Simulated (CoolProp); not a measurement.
Saturated liquid density (kg/m³) of decamethylcyclopentasiloxane (D5): the reference equation beside estimates from Tc = 618.3 K, pc = 1.078 MPa, ω = 0.631. Rackett uses Z = 0.29056 − 0.08775 ω.

Model: reference Helmholtz-energy equation of state, Thol 2019, in CoolProp.

```json
[
 {"T (K)": "362.9", "reference": "884.5", "Rackett": "1017", "van der Waals": "483.3", "Redlich-Kwong": "712.5", "Soave-Redlich-Kwong": "765.7", "Peng-Robinson": "861.3"},
 {"T (K)": "374.2", "reference": "872.2", "Rackett": "1003", "van der Waals": "477.4", "Redlich-Kwong": "702.3", "Soave-Redlich-Kwong": "757.4", "Peng-Robinson": "852.4"},
 {"T (K)": "385.6", "reference": "859.8", "Rackett": "987.6", "van der Waals": "471.2", "Redlich-Kwong": "691.7", "Soave-Redlich-Kwong": "748.5", "Peng-Robinson": "[?]"},
 {"T (K)": "396.9", "reference": "847.4", "Rackett": "972.4", "van der Waals": "465.0", "Redlich-Kwong": "680.7", "Soave-Redlich-Kwong": "739.2", "Peng-Robinson": "833.0"},
 {"T (K)": "408.2", "reference": "834.8", "Rackett": "957.0", "van der Waals": "458.5", "Redlich-Kwong": "669.4", "Soave-Redlich-Kwong": "729.4", "Peng-Robinson": "822.4"},
 {"T (K)": "419.5", "reference": "822.0", "Rackett": "941.2", "van der Waals": "451.8", "Redlich-Kwong": "657.6", "Soave-Redlich-Kwong": "719.0", "Peng-Robinson": "811.2"},
 {"T (K)": "430.8", "reference": "809.0", "Rackett": "925.0", "van der Waals": "444.9", "Redlich-Kwong": "645.4", "Soave-Redlich-Kwong": "[?]", "Peng-Robinson": "799.3"},
 {"T (K)": "442.1", "reference": "[?]", "Rackett": "908.4", "van der Waals": "437.8", "Redlich-Kwong": "632.7", "Soave-Redlich-Kwong": "696.3", "Peng-Robinson": "786.7"},
 {"T (K)": "453.4", "reference": "782.1", "Rackett": "891.3", "van der Waals": "430.3", "Redlich-Kwong": "619.5", "Soave-Redlich-Kwong": "[?]", "Peng-Robinson": "773.2"},
 {"T (K)": "464.7", "reference": "768.1", "Rackett": "873.7", "van der Waals": "422.6", "Redlich-Kwong": "605.7", "Soave-Redlich-Kwong": "670.8", "Peng-Robinson": "758.8"},
 {"T (K)": "476", "reference": "753.7", "Rackett": "855.6", "van der Waals": "414.6", "Redlich-Kwong": "591.3", "Soave-Redlich-Kwong": "656.8", "Peng-Robinson": "743.4"}
]
```

**Question.** Some entries are withheld; supply them.

**Answer.** 
- 385.6, Peng-Robinson: 842.9
- 430.8, Soave-Redlich-Kwong: 708.0
- 442.1, reference: 795.7
- 453.4, Soave-Redlich-Kwong: 684.0

Absolute difference from the reference over all 11 rows, mean and median: Rackett 14.4 and 14.5 %, van der Waals 45.1 and 45.0 %, Redlich-Kwong 20.2 and 20.0 %, Soave-Redlich-Kwong 12.8 and 12.7 %, Peng-Robinson 1.6 and 1.4 %.
